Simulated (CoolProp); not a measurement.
Properties of normal hydrogen along the isotherm -254.15 °C.

Model: reference Helmholtz-energy equation of state, Leachman 2009, in CoolProp.

```csv
p (MPa),phase,Z,viscosity (µPa s),conductivity (mW/(m K))
0.54,liquid,0.09451,15.7,104
1.08,liquid,0.1875,16.3,105
1.62,liquid,0.2790,16.9,105
2.16,liquid,0.3694,17.5,106
2.7,liquid,0.4585,18.1,107
3.24,liquid,0.5466,18.6,107
3.78,liquid,0.6338,19.2,108
4.32,liquid,0.7200,19.8,109
4.86,liquid,0.8054,20.3,109
5.4,liquid,0.8900,20.9,110
5.94,liquid,0.9738,21.5,111
6.48,liquid,1.057,22.0,111
```

Viscosity comes from a separate model (Muzny 2013). Thermal conductivity comes from a separate model (Assael 2011).
